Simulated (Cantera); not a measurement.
A Cantera script and its output.

```python
import numpy as np
import cantera as ct

surf = ct.Interface("diamond.yaml", "diamond_100")
gas, bulk = surf.adjacent["gas"], surf.adjacent["diamond"]
k = surf.kinetics_species_index(bulk.species_names[0])
cover = ["c6HH", "c6H*", "c6*H", "c6**", "c6HM", "c6B"]

rows, drift = [], 0.0
print(f"{'xH':>10s}{'um/h':>11s}" + "".join(f"{s:>11s}" for s in cover))
for v in [0.0001, 0.00024, 0.00056, 0.0013, 0.0031, 0.0073, 0.017, 0.04, 0.095]:
    T, P, xH, xCH3 = 1075, 4500, v, 0.00074
    gas.TPX = T, P, {"H": xH, "CH3": xCH3, "CH4": 0.014, "H2": 1 - xH - xCH3 - 0.014}
    surf.TP = bulk.TP = T, P
    surf.coverages = "c6H*:0.1, c6HH:0.9"
    surf.advance_coverages(100.0)
    before = surf.coverages
    surf.advance_coverages(100.0)
    drift = max(drift, np.max(np.abs(surf.coverages - before) / (surf.coverages + 1e-9)))
    rate = surf.net_production_rates[k] * bulk.mean_molecular_weight / bulk.density * 3.6e9
    rows.append([rate, *surf[cover].coverages])
    print(f"{v:10.4g}{rate:11.4e}" + "".join(f"{x:11.3e}" for x in rows[-1][1:]))
```

Output:

```
        xH       um/h       c6HH       c6H*       c6*H       c6**       c6HM        c6B
    0.0001 1.0456e+00  5.011e-01  1.778e-02  2.991e-01  2.669e-03  1.166e-01  2.837e-09
   0.00024 2.5987e+00  4.632e-01  1.920e-02  3.229e-01  5.181e-03  1.245e-01  7.052e-09
   0.00056 5.5590e+00  4.540e-01  2.023e-02  3.403e-01  8.124e-03  1.178e-01  1.508e-08
    0.0013 1.0109e+01  4.652e-01  2.149e-02  3.614e-01  1.090e-02  9.432e-02  2.743e-08
    0.0031 1.5394e+01  4.874e-01  2.296e-02  3.857e-01  1.317e-02  6.101e-02  4.177e-08
    0.0073 1.9537e+01  5.071e-01  2.415e-02  4.050e-01  1.464e-02  3.308e-02  5.301e-08
     0.017 2.2010e+01  5.193e-01  2.493e-02  4.165e-01  1.545e-02  1.605e-02  5.973e-08
      0.04 2.3303e+01  5.257e-01  2.551e-02  4.222e-01  1.588e-02  7.227e-03  6.323e-08
     0.095 2.3965e+01  5.286e-01  2.620e-02  4.244e-01  1.616e-02  3.130e-03  6.503e-08
```

Detailed kinetics in Cantera: the Harris–Goodwin 1993 mechanism for the reconstructed diamond (100) surface.
